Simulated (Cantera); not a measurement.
Feed: 1 mol Fe₂O₃, 2.2 mol C, 0.81 mol N₂, held at 1550 K and 3150 Torr.

Equilibrium computed with Cantera from the NASA thermochemical tables; the gas is ideal and each condensed phase is pure. Candidate condensed phases: C, Fe, Fe(CO)₅, FeO, Fe₂O₃, Fe₃O₄; 27 gas species. Mutual solubility and eutectic melting of coexisting phases are not modelled. The tables' stoichiometric FeO is somewhat more stable than real wüstite, so its field is too wide. FeO: taken at fixed stoichiometry. Kinetics and transport are ignored.

Base state: CO 0.632, N₂ 0.269, CO₂ 0.0991 (mole fractions); condensed: Fe(γ) + FeO(s).

**Question.** What changes in the equilibrium state with this change: Fe₂O₃ replaced by PbO?

**Answer.** 
```json
[
 {"species": "CO", "before": "0.632", "after": "0.547"},
 {"species": "N₂", "before": "0.269", "after": "0.444"},
 {"species": "Pb", "before": "0", "after": "0.00932"},
 {"species": "CO₂", "before": "0.0991", "after": "0.000544"},
 {"species": "Fe(γ), mol", "before": "1.50", "after": "0"},
 {"species": "FeO(s), mol", "before": "0.502", "after": "0"},
 {"species": "C(graphite), mol", "before": "0", "after": "1.20"},
 {"species": "Pb(l), mol", "before": "0", "after": "0.983"}
]
```
Further candidate phases: Pb, PbO, PbO₂, Pb₃O₄.
